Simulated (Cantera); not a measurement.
Metals in furnace atmospheres: Pb + H₂O + H₂

Feed: 1 mol Pb, 0.29 mol H₂O, a varied amount of H₂, held at 1825 K and 0.00290 bar.

Cantera equilibrium calculation (NASA polynomials, part measured and part estimated; ideal gas, pure solids and liquids). Candidate condensed phases: H₂O, Pb, PbO, PbO₂, Pb₃O₄; 12 gas species. Kinetics and transport are ignored.

| n(H₂) (mol) | x H₂ | x Pb | x H₂O | x H | x PbO |
|---|---|---|---|---|---|
| 1.2 | 0.478 | 0.400 | 0.116 | 0.00565 | 0.000217 |
| 1.7 | 0.564 | 0.333 | 0.0965 | 0.00614 | 0.000127 |
| 2.5 | 0.654 | 0.263 | 0.0761 | 0.00661 | 6.84e-5 |
| 3.5 | 0.725 | 0.208 | 0.0603 | 0.00696 | 3.86e-5 |
| 5 | 0.788 | 0.158 | 0.0459 | 0.00726 | 2.06e-5 |
| 7.2 | 0.841 | 0.117 | 0.0340 | 0.00750 | 1.06e-5 |
| 10 | 0.879 | 0.0882 | 0.0256 | 0.00767 | 5.74e-6 |
| 15 | 0.913 | 0.0611 | 0.0177 | 0.00782 | 2.65e-6 |
| 21 | 0.934 | 0.0447 | 0.0129 | 0.00791 | 1.38e-6 |
| 30 | 0.951 | 0.0318 | 0.00923 | 0.00797 | 6.90e-7 |
| 42 | 0.962 | 0.0230 | 0.00667 | 0.00802 | 3.56e-7 |
| 61 | 0.971 | 0.0160 | 0.00463 | 0.00806 | 1.70e-7 |
| 86 | 0.977 | 0.0114 | 0.00331 | 0.00808 | 8.63e-8 |
x: gas mole fraction; nothing condenses.

From 1.2 mol H₂ to 86 mol H₂ nothing is condensed. The main Pb-bearing gas is Pb throughout.
